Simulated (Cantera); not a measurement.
Ignition delay

Mixture: CH4 : H2 : O2 : N2 = 1 : 0.076 : 3.09 : 9.26 (molar parts), equivalence ratio 0.66, at 2.27 atm, adiabatic and at constant volume. Ignition delay is the time to a rise of 400 K.

Model: GRI-Mech 3.0 (53 species, 325 reactions), integrated in Cantera.

```csv
T0 (K),delay (ms)
1025,43.5
1100,18.5
1175,8.09
1250,3.53
1325,1.58
1400,0.738
```

| Quantity | Value |
|---|---|
| apparent activation energy between 1250 and 1400 K | 150 kJ/mol |
